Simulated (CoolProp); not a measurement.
A single-stage vapour-compression cycle with dimethyl ether: evaporating at 236.15 K (dew point), condensing at 285.15 K (bubble point), superheat 2 K, subcooling 8 K, compressor efficiency 0.65, no pressure losses. Each further row changes one setting.

Computed with CoolProp (reference Helmholtz-energy equation of state, Wu 2011).

```tsv
case	cooling COP	pressure ratio	discharge temperature (K)	refrigerating effect (kJ/kg)	volumetric capacity (kJ/m³)
as stated	?	6.90	341.9	388	534
evaporating temperature 241.15 K	3.20	5.44	334.6	?	?
condensing temperature 280.15 K	3.13	5.87	?	400	550
subcooling 13 K	2.84	6.90	341.9	400	550
superheat 12 K	2.73	6.90	?	?	?
compressor efficiency 0.55	2.33	6.90	?	388	534
```

Q: What belongs in the gaps?

A: 
- as stated, cooling COP: 2.76
- evaporating temperature 241.15 K, refrigerating effect (kJ/kg): 394
- evaporating temperature 241.15 K, volumetric capacity (kJ/m³): 677
- condensing temperature 280.15 K, discharge temperature (K): 332.9
- superheat 12 K, discharge temperature (K): 353.8
- superheat 12 K, refrigerating effect (kJ/kg): 402
- superheat 12 K, volumetric capacity (kJ/m³): 528
- compressor efficiency 0.55, discharge temperature (K): 357.4
